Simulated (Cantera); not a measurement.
Mixture: CH4 : O2 : N2 : CO2 = 1 : 1.82 : 6.84 : 1.7 (molar parts), at 7.70 bar, adiabatic and at constant pressure. Ignition delay is the time to a rise of 400 K.

Detailed kinetics in Cantera: GRI-Mech 3.0 (53 species, 325 reactions).

Task: What does this change do: 0.019 parts C2H6 added?

Result: 
```csv
quantity,before,after
delay at 1050 K,60.9 ms,31.4 ms
delay at 1100 K,29.7 ms,16.6 ms
delay at 1150 K,15.3 ms,9.16 ms
delay at 1200 K,8.17 ms,5.18 ms
delay at 1250 K,4.51 ms,2.98 ms
delay at 1300 K,2.55 ms,1.74 ms
delay at 1350 K,1.48 ms,1.03 ms
apparent activation energy between 1250 and 1350 K,160 kJ/mol,150 kJ/mol
```

Task: What does this change do: pressure from 7.70 bar to 4.20 bar?

Result: 
```tsv
quantity	before	after
delay at 1050 K	60.9 ms	0.125 s
delay at 1100 K	29.7 ms	60.4 ms
delay at 1150 K	15.3 ms	30.4 ms
delay at 1200 K	8.17 ms	15.8 ms
delay at 1250 K	4.51 ms	8.48 ms
delay at 1300 K	2.55 ms	4.66 ms
delay at 1350 K	1.48 ms	2.63 ms
apparent activation energy between 1250 and 1350 K	160 kJ/mol	160 kJ/mol
```
